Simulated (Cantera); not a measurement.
Charge: 1 mol Cu2O, 3 mol H2, held at 2.20 bar.

Cantera equilibrium calculation (NASA polynomials, part measured and part estimated; ideal gas, pure solids and liquids). Candidate condensed phases: Cu, CuO, Cu(OH)2, Cu2O, H2O; 12 gas species. Kinetics and transport are ignored.

**Question.** Which condensed phases are stable at each of these points (T (°C)): 525, 625, 725, 825, 925, 1025, 1125, 1225, 1325, 1425, 1525, 1625, 1725, 1825?

**Answer.** 
```json
[
 {"T (°C)": "525", "condensed phases": "Cu(s)", "Cu condensed (%)": "100.0"},
 {"T (°C)": "625", "condensed phases": "Cu(s)", "Cu condensed (%)": "100.0"},
 {"T (°C)": "725", "condensed phases": "Cu(s)", "Cu condensed (%)": "100.0"},
 {"T (°C)": "825", "condensed phases": "Cu(s)", "Cu condensed (%)": "100.0"},
 {"T (°C)": "925", "condensed phases": "Cu(s)", "Cu condensed (%)": "100.0"},
 {"T (°C)": "1025", "condensed phases": "Cu(s)", "Cu condensed (%)": "100.0"},
 {"T (°C)": "1125", "condensed phases": "Cu(l)", "Cu condensed (%)": "100.0"},
 {"T (°C)": "1225", "condensed phases": "Cu(l)", "Cu condensed (%)": "100.0"},
 {"T (°C)": "1325", "condensed phases": "Cu(l)", "Cu condensed (%)": "100.0"},
 {"T (°C)": "1425", "condensed phases": "Cu(l)", "Cu condensed (%)": "100.0"},
 {"T (°C)": "1525", "condensed phases": "Cu(l)", "Cu condensed (%)": "100.0"},
 {"T (°C)": "1625", "condensed phases": "Cu(l)", "Cu condensed (%)": "99.9"},
 {"T (°C)": "1725", "condensed phases": "Cu(l)", "Cu condensed (%)": "99.7"},
 {"T (°C)": "1825", "condensed phases": "Cu(l)", "Cu condensed (%)": "99.3"}
]
```

From 525 °C to 1025 °C the condensed part is Cu(s). From 1125 °C to 1825 °C the condensed part is Cu(l).
